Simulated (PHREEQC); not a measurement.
A PHREEQC speciation (ion-association model, phreeqc.dat) at 25 °C gives pH 1.68 and these molalities:

```tsv
species	mol/kgw
Cl-	0.711
FeCl+2	0.180
FeCl2+	0.0900
Cu+2	0.0485
Fe+3	0.0337
H+	0.0279
CuCl+	0.0191
FeSO4+	0.00878
FeOH+2	0.00422
CuCl2	0.00207
FeCl3	0.00194
SO4-2	0.00148
FeHSO4+2	0.000760
HSO4-	0.000562
Fe2(OH)2+4	0.000474
CuSO4	0.000352
Fe(SO4)2-	3.42e-5
Fe(OH)2+	1.68e-5
Fe3(OH)4+5	8.14e-6
CuCl3-	6.76e-6
```

Question: What are the element totals, and what could have been dissolved in 1 kg of water to give them?

Answer: One answer among several that fit: totals Cl 1.10, Cu(2) 0.0700, Fe(3) 0.320, S(6) 0.0120 mol/kgw, from 0.07 mol/kgw CuCl2, 0.012 mol/kgw H2SO4 and 0.32 mol/kgw FeCl3.

This is a speciation only: nothing precipitates in the calculation. The solution is supersaturated, for example in Hematite (slow to form), Goethite (slow to form), so a real one may precipitate; this is no full list. The ionic strength is past about 0.7 mol/kgw, beyond the range of this activity model, so the values are rough.
